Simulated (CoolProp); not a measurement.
Properties of CHF3 (R23) along the isobar 164 bar.

Model: reference Helmholtz-energy equation of state, Penoncello 2003, in CoolProp.

| T (°C) | phase | Z | cp (kJ/(kg K)) | cv (kJ/(kg K)) | speed of sound (m/s) | conductivity (mW/(m K)) |
|---|---|---|---|---|---|---|
| -127.85 | liquid | 0.5823 | 1.180 | 0.7352 | 1132 | 202 |
| -123.55 | liquid | 0.5703 | 1.180 | 0.7320 | 1109 | 194 |
| -119.15 | liquid | 0.5589 | 1.181 | 0.7291 | 1086 | 186 |
| -114.75 | liquid | 0.5483 | 1.182 | 0.7265 | 1064 | 180 |
| -110.45 | liquid | 0.5385 | 1.183 | 0.7243 | 1042 | 174 |
| -106.05 | liquid | 0.5291 | 1.185 | 0.7224 | 1021 | 168 |
| -101.75 | liquid | 0.5205 | 1.186 | 0.7208 | 1000 | 163 |
| -97.35 | liquid | 0.5123 | 1.189 | 0.7195 | 979.1 | 158 |
| -93.05 | liquid | 0.5047 | 1.191 | 0.7185 | 958.7 | 153 |
| -88.65 | liquid | 0.4974 | 1.194 | 0.7177 | 938.1 | 149 |
| -84.25 | liquid | 0.4906 | 1.197 | 0.7172 | 917.6 | 145 |
| -79.95 | liquid | 0.4844 | 1.201 | 0.7170 | 897.7 | 141 |
| -75.55 | liquid | 0.4784 | 1.205 | 0.7171 | 877.5 | 138 |
| -71.25 | liquid | 0.4730 | 1.210 | 0.7174 | 857.8 | 134 |

Thermal conductivity comes from a separate model (Shan 2000).
